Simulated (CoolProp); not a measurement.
Vapour-liquid equilibrium of R152A (1) + isobutane (2) at 74.35 °C; x and y are mole fractions of (1).

Model: multi-fluid Helmholtz-energy mixture model, Outcalt 1996 and Bücker 2006; pair parameters Bell 2016, in CoolProp.

| x | bubble pressure (bar) | y at the bubble point | dew pressure at overall composition x (bar) | liquid density (mol/L) |
|---|---|---|---|---|
| 0.05 | 13.35 | 0.121 | 12.50 | 8.303 |
| 0.15 | 15.75 | 0.288 | ___ | 8.406 |
| 0.25 | 17.65 | 0.401 | 15.16 | 8.522 |
| 0.35 | 19.14 | 0.488 | 16.77 | 8.661 |
| 0.45 | 20.30 | 0.560 | ___ | ___ |
| 0.55 | 21.17 | 0.626 | 20.15 | 9.069 |
| 0.65 | 21.75 | 0.690 | ___ | 9.379 |
| 0.75 | 22.04 | 0.758 | 22.02 | 9.789 |
| 0.85 | ___ | 0.836 | 21.89 | 10.31 |
| 0.95 | 21.34 | 0.936 | 21.22 | 10.96 |

Complete the blanks.


- 0.15, dew pressure at overall composition x (bar): 13.73
- 0.45, dew pressure at overall composition x (bar): 18.49
- 0.45, liquid density (mol/L): 8.836
- 0.65, dew pressure at overall composition x (bar): 21.42
- 0.85, bubble pressure (bar): 21.95

y crosses x between x = 0.75 and 0.85: the model has an azeotrope there.

Pair parameters are fitted to limited data, so mixtures are less certain than the pure fluids.
